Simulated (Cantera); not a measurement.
## Ignition delay

Mixture: 8.55 % CH₄, 0.385 % H₂, 11.5 % O₂, 79.5 % N₂, equivalence ratio 1.5, at 5.00 bar, adiabatic and at constant pressure. Ignition delay is the time to a rise of 400 K.

Cantera simulation using GRI-Mech 3.0 (53 species, 325 reactions); the numbers are that mechanism's predictions, not measurements.

```tsv
T0 (K)	delay (ms)
1098	34.9
1198	13.0
1298	4.63
1398	1.65
1498	0.600
1598	0.231
```

```yaml
apparent activation energy between 1398 and 1598 K: 180 kJ/mol
```
